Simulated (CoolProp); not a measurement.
R1336mzz(E) along the isotherm 226.5 K: fugacity coefficient from the reference equation and from simpler models built on Tc = 403.5 K, pc = 2.779 MPa, ω = 0.413; each cubic takes its own stable root.

Values from CoolProp's reference Helmholtz-energy equation of state, Akasaka 2023.

```tsv
p (MPa)	phase	reference	van der Waals	Redlich-Kwong	Soave-Redlich-Kwong	Peng-Robinson
0.633	liquid	0.009081	0.2516	0.04415	0.009295	0.009797
1.27	liquid	0.004695	0.1337	0.02298	0.004830	0.005067
1.9	liquid	0.003253	0.09523	0.01604	0.003364	0.003513
2.53	liquid	0.002533	0.07616	0.01257	0.002632	0.002737
3.17	liquid	0.002097	0.06479	0.01048	0.002190	0.002267
3.8	liquid	0.001814	0.05753	0.009124	0.001904	0.001961
4.43	liquid	0.001613	0.05252	0.008168	0.001701	0.001745
5.07	liquid	0.001462	0.04888	0.007452	0.001550	0.001582
5.7	liquid	0.001348	0.04625	0.006916	0.001436	0.001459
```
